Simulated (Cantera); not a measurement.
What does this Cantera script print?

```python
import numpy as np
import cantera as ct

gas = ct.Solution("gri30.yaml")
gas.TPX = 1325, 150000, {'CH4': 1, 'N2': 18}
reactor = ct.IdealGasConstPressureReactor(gas, energy="off", clone=False)
net = ct.ReactorNet([reactor])
net.rtol, net.atol = 1e-08, 1e-18
show = ['CH4', 'C2H', 'H2', 'HCN', 'C2H6', 'CH2']
times = np.geomspace(3e-06, 100, 14)

steps = ct.SolutionArray(gas, extra=["t"])
rows = []
print(f"{'t/s':>10s}{'T/K':>9s}{'P/Pa':>11s}" + "".join(f"{s:>11s}" for s in show))
for t in times:
    while net.time < t:
        t_next = net.step()
        steps.append(gas.state, t=t_next)
    rows.append([np.interp(t, steps.t, y) for y in (steps.T, steps.P, *steps(*show).X.T)])
    print(f"{t:10.3e}{rows[-1][0]:9.1f}{rows[-1][1]:11.4g}" + "".join(f"{x:11.3e}" for x in rows[-1][2:]))
rate = np.gradient(steps.T, steps.t)
print("integrator steps:", len(steps.t))
if steps.T.max() > steps.T[0] + 200:
    print(f"time of steepest temperature rise: {steps.t[rate.argmax()]:.4e} s")
gas.TPX = 1325, 150000, {'CH4': 1, 'N2': 18}
gas.equilibrate("TP")
print(f"equilibrium (TP): T = {gas.T:.1f} K  " + "  ".join(f"{s} {gas[s].X[0]:.3e}" for s in show))
```

It prints:

```
       t/s      T/K       P/Pa        CH4        C2H         H2        HCN       C2H6        CH2
 3.000e-06   1325.0    1.5e+05  5.263e-02  9.030e-36  6.878e-10  3.156e-23  1.590e-16  5.933e-18
 1.137e-05   1325.0    1.5e+05  5.263e-02  3.038e-32  3.618e-09  5.543e-22  1.230e-14  8.288e-17
 4.310e-05   1325.0    1.5e+05  5.263e-02  5.759e-29  1.483e-08  8.597e-21  7.578e-13  7.947e-16
 1.634e-04   1325.0    1.5e+05  5.263e-02  5.981e-26  5.735e-08  1.262e-19  4.203e-11  9.101e-15
 6.192e-04   1325.0    1.5e+05  5.263e-02  5.504e-23  2.188e-07  1.926e-18  2.279e-09  1.191e-13
 2.347e-03   1325.0    1.5e+05  5.263e-02  4.835e-20  8.416e-07  3.764e-17  1.049e-07  1.303e-12
 8.896e-03   1325.0    1.5e+05  5.262e-02  1.394e-17  3.385e-06  4.378e-16  1.861e-06  4.029e-12
 3.372e-02   1325.0    1.5e+05  5.261e-02  2.256e-16  1.382e-05  2.478e-15  1.010e-05  6.438e-12
 1.278e-01   1325.0    1.5e+05  5.253e-02  4.029e-15  6.308e-05  1.394e-14  3.815e-05  1.432e-11
 4.845e-01   1325.0    1.5e+05  5.217e-02  1.347e-13  3.795e-04  9.898e-14  9.027e-05  2.900e-11
 1.836e+00   1325.0    1.5e+05  5.076e-02  1.966e-12  2.214e-03  8.536e-13  8.367e-05  2.769e-11
 6.960e+00   1325.0    1.5e+05  4.639e-02  8.147e-12  8.522e-03  5.999e-12  4.674e-05  1.797e-11
 2.638e+01   1325.0    1.5e+05  3.560e-02  1.952e-11  2.364e-02  3.009e-11  1.816e-05  1.012e-11
 1.000e+02   1325.0    1.5e+05  1.926e-02  4.047e-11  4.572e-02  1.507e-10  7.414e-06  6.785e-12
integrator steps: 1344
equilibrium (TP): T = 1325.0 K  CH4 1.086e-02  C2H 1.531e-11  H2 5.868e-02  HCN 2.787e-02  C2H6 3.118e-06  CH2 4.220e-12
```

Cantera simulation using GRI-Mech 3.0 (53 species, 325 reactions); the numbers are that mechanism's predictions, not measurements. GRI-Mech 3.0 stops at C3 and has no aromatics, soot or wall deposition, so with more carbon than oxygen in the feed, carbon stays in small species such as C2H2 where larger ones or solid carbon would form.
